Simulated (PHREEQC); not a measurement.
Reverse-osmosis permeate: an equilibrium model

Synthetic water in mg/L, 2.3 °C, pH 6.75, pe 2.2: Na 64.4; K 0.0768; Ca 4.76; Mg 4.44; Cl 28.2; S(6) as SO4 39.5; Alkalinity as HCO3 111; Mn(2) 0.019.

Valence states are taken as typed.

Equilibrium calculation in PHREEQC: ion-association model, phreeqc.dat.

This is a speciation only: nothing precipitates in the calculation.

### Question
Predict the specific conductance.

### Answer
specific conductance 191 µS/cm.

### Question
In which forms is Mg present?

### Answer
Mg+2 96 %, MgSO4 2.8 %, MgHCO3+ 1.5 % of the Mg.

Constants without temperature data keep their 25 °C values here.
